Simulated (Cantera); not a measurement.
A perfectly stirred reactor is fed with C2H4 : O2 : N2 : CH4 = 0.028 : 0.021 : 1 : 0.012 (molar parts), equivalence ratio 5.1, at 1.00 bar; it is held at 1200 K, and followed from long to short residence time.

Detailed kinetics in Cantera: GRI-Mech 3.0 (53 species, 325 reactions). GRI-Mech 3.0 was tuned for natural gas; its chemistry of ethylene as a main component is partial and can be far from experiment. GRI-Mech 3.0 stops at C3 and has no aromatics, soot or wall deposition, so with more carbon than oxygen in the feed, carbon stays in small species such as C2H2 where larger ones or solid carbon would form. The temperature is held fixed by assumption; the heat of reaction is taken as removed at once.

Question: Predict: x(C2H4) at τ = 3.50 s; x(O2) at τ = 3.50 s; x(H2O2) at τ = 3.50 s; x(CH3) at τ = 3.50 s; x(H2) at τ = 3.50 s; x(C2H4) at τ = 24.0 ms; x(O2) at τ = 24.0 ms; x(H2O2) at τ = 24.0 ms; x(CH3) at τ = 24.0 ms; x(H2) at τ = 24.0 ms.

Answer: 
* **x(C2H4) at τ = 3.50 s**: 0.00437
* **x(O2) at τ = 3.50 s**: 0.000468
* **x(H2O2) at τ = 3.50 s**: 5.47e-9
* **x(CH3) at τ = 3.50 s**: 6.22e-6
* **x(H2) at τ = 3.50 s**: 0.0270
* **x(C2H4) at τ = 24.0 ms**: 0.0131
* **x(O2) at τ = 24.0 ms**: 0.00417
* **x(H2O2) at τ = 24.0 ms**: 6.13e-7
* **x(CH3) at τ = 24.0 ms**: 5.19e-5
* **x(H2) at τ = 24.0 ms**: 0.0157
